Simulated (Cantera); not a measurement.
# Equilibrium for oxide etching and cleaning by halides: SiO₂ + F₂

Feed: 1 mol SiO₂, 3.9 mol F₂, at 1.00 bar.

Method: chemical equilibrium by Gibbs-energy minimisation in Cantera with the NASA 1993 tables (ideal gas, pure condensed phases). Candidate condensed phases: Si, SiO₂; 17 gas species. The numbers say what is thermodynamically allowed, not how fast it happens.

| T (K) | x F | x F₂ | x SiF₄ | x O₂ | x FO₂ | x FO | x O |
|---|---|---|---|---|---|---|---|
| 700 | 0.00100 | 0.486 | 0.256 | 0.256 | 7.04e-5 | 1.27e-8 | <1e-12 |
| 800 | 0.00578 | 0.483 | 0.256 | 0.256 | 9.26e-5 | 1.32e-7 | <1e-12 |
| 900 | 0.0224 | 0.470 | 0.254 | 0.253 | 0.000113 | 8.03e-7 | 2.71e-12 |
| 1000 | 0.0650 | 0.439 | 0.248 | 0.248 | 0.000128 | 3.30e-6 | 7.83e-11 |
| 1100 | 0.148 | 0.377 | 0.237 | 0.237 | 0.000131 | 9.89e-6 | 1.22e-9 |
| 1200 | 0.274 | 0.283 | 0.221 | 0.221 | 0.000120 | 2.25e-5 | 1.18e-8 |
| 1300 | 0.413 | 0.180 | 0.203 | 0.203 | 9.79e-5 | 3.98e-5 | 7.98e-8 |
| 1400 | 0.525 | 0.0965 | 0.189 | 0.189 | 7.32e-5 | 5.80e-5 | 4.11e-7 |
| 1500 | 0.592 | 0.0471 | 0.181 | 0.180 | 5.29e-5 | 7.42e-5 | 1.72e-6 |
| 1600 | 0.625 | 0.0227 | 0.176 | 0.176 | 3.85e-5 | 8.81e-5 | 6.09e-6 |
| 1700 | 0.640 | 0.0114 | 0.174 | 0.174 | 2.87e-5 | 0.000101 | 1.87e-5 |
| 1800 | 0.647 | 0.00600 | 0.173 | 0.173 | 2.19e-5 | 0.000112 | 5.07e-5 |
x: gas mole fraction; nothing condenses.

From 700 K to 1800 K nothing is condensed. The main Si-bearing gas is SiF₄ throughout.
